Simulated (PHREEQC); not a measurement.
A solution holds 0.00097 mol HF, 6.6e-05 mol (NH4)2SiF6, 0.075 mol H3BO3 and 0.021 mol HCl per kg of water, at 15 °C. Closed to the air; pH follows from the charge balance.

Equilibrium calculation in PHREEQC: ion-association model, phreeqc.dat.

Each row changes one thing in this solution. Precipitation was switched off in this run.

```
case                                   pH  ionic strength (mol/kgw)  HF (mol/kgw)  BF4- (mol/kgw)  BF2(OH)2- (mol/kgw)  BF3OH- (mol/kgw)  SI of Quartz (SiO2)
-----------------------------------  ----  ------------------------  ------------  --------------  -------------------  ----------------  -------------------
as made                              1.73                    0.0212      0.000702         9.74e-5              5.64e-5           4.20e-5                -0.04
HF from 0.00097 to 0.000873 mol/kgw  1.73                    0.0212      0.000677         8.46e-5              5.26e-5           3.78e-5                -0.04
HF from 0.00097 to 0.00146 mol/kgw   1.73                    0.0214      0.000806        0.000168              7.38e-5           6.31e-5                -0.04
temperature from 15 to 10 °C         1.73                    0.0212      0.000652        0.000108              5.48e-5           4.56e-5                +0.04
H3BO3 from 0.075 to 0.0075 mol/kgw   1.73                    0.0211       0.00105         4.85e-5              1.26e-5           1.40e-5                -0.05
HCl left out                         3.27                  0.000683      0.000242         4.22e-5             0.000207           5.30e-5                -0.05
temperature from 15 to 5 °C          1.73                    0.0213      0.000605        0.000118              5.27e-5           4.90e-5                +0.12
H3BO3 from 0.075 to 0.375 mol/kgw    1.73                    0.0213      0.000474        0.000103             0.000129           6.53e-5                -0.04
```

Complexes and solids missing from the database can't appear. Some of these states are supersaturated (in Quartz (slow to form), for instance). Away from 25 °C the constants follow the database's enthalpies or fits; those with neither stay at their 25 °C values. SiF6-2 is the database's only silicon fluoride. Real BF4- forms and hydrolyses slowly; the run takes it at equilibrium.
